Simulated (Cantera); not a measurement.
Feed: 1 mol CsCl, 3.8 mol HF, 4.1 mol H2, held at 1925 K and 99.0 Pa.

Cantera equilibrium calculation (NASA polynomials, part measured and part estimated; ideal gas, pure solids and liquids). Candidate condensed phases: Cs, CsCl, CsF; 22 gas species. The numbers say what is thermodynamically allowed, not how fast it happens.

Base state: H2 0.442, HF 0.399, CsCl 0.0823, HCl 0.0276, CsF 0.0226, H 0.0202, Cs 0.00593, Cl 0.000950 (mole fractions); condensed: gas only.

**Question.** What changes in the equilibrium state with this change: temperature from 1925 K to 1873 K?

**Answer.** 
```
species    before     after
-------  --------  --------
H2          0.442     0.448
HF          0.399     0.401
CsCl       0.0823    0.0847
H          0.0202    0.0137
HCl        0.0276    0.0260
CsF        0.0226    0.0222
Cl       0.000950  0.000605
Cs        0.00593   0.00443
```
